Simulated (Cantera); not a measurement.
**Diamond growth**

A diamond (100) surface in a fixed gas of H2 with x(CH4) = 0.013, x(CH3) = 9.8e-05, at 1175 K, 0.0180 bar; coverages are run to steady state.

Model: the Harris–Goodwin 1993 mechanism for the reconstructed diamond (100) surface, integrated in Cantera.

```json
[
 {"x(H)": "0.0001", "growth (µm/h)": "0.0217", "θ c6HH": "0.609", "θ c6H*": "0.0265", "θ c6*H": "0.356", "θ c6**": "0.00514", "θ c6HM": "0.000615"},
 {"x(H)": "0.00023", "growth (µm/h)": "0.0512", "θ c6HH": "0.536", "θ c6H*": "0.0312", "θ c6*H": "0.420", "θ c6**": "0.0105", "θ c6HM": "0.000799"},
 {"x(H)": "0.00051", "growth (µm/h)": "0.0943", "θ c6HH": "0.495", "θ c6H*": "0.0336", "θ c6*H": "0.453", "θ c6**": "0.0164", "θ c6HM": "0.000941"},
 {"x(H)": "0.0011", "growth (µm/h)": "0.154", "θ c6HH": "0.474", "θ c6H*": "0.0348", "θ c6*H": "0.468", "θ c6**": "0.0212", "θ c6HM": "0.00102"},
 {"x(H)": "0.0026", "growth (µm/h)": "0.263", "θ c6HH": "0.462", "θ c6H*": "0.0354", "θ c6*H": "0.476", "θ c6**": "0.0246", "θ c6HM": "0.00103"},
 {"x(H)": "0.0058", "growth (µm/h)": "0.439", "θ c6HH": "0.457", "θ c6H*": "0.0356", "θ c6*H": "0.479", "θ c6**": "0.0263", "θ c6HM": "0.000942"},
 {"x(H)": "0.013", "growth (µm/h)": "0.714", "θ c6HH": "0.455", "θ c6H*": "0.0358", "θ c6*H": "0.480", "θ c6**": "0.0271", "θ c6HM": "0.000765"},
 {"x(H)": "0.029", "growth (µm/h)": "1.05", "θ c6HH": "0.455", "θ c6H*": "0.0359", "θ c6*H": "0.481", "θ c6**": "0.0275", "θ c6HM": "0.000533"},
 {"x(H)": "0.066", "growth (µm/h)": "1.37", "θ c6HH": "0.454", "θ c6H*": "0.0361", "θ c6*H": "0.481", "θ c6**": "0.0277", "θ c6HM": "0.000313"}
]
```
θ: site fractions in the mechanism's names (c6HH fully hydrogenated, c6H* and c6*H radical sites, c6** diradical, c6HM methylated).
